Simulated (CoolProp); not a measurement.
A Linde-Hampson liquefier for ethane: isothermal reversible compression at 320 K from 1 atm to 20 MPa, throttling to 1 atm, return gas leaving the recuperator 10 K below the feed. Each further row changes one setting.

The numbers come from the reference Helmholtz-energy equation of state, Bücker 2006 in CoolProp.

```
case                        liquid yield per pass  compression work (kJ/kg of gas)
--------------------------  ---------------------  -------------------------------
as stated                                   0.451                              366
high pressure 40 MPa                        0.446                              414
warm-end temperature 350 K                  0.364                              429
warm-end gap 15 K                           0.444                              366
```
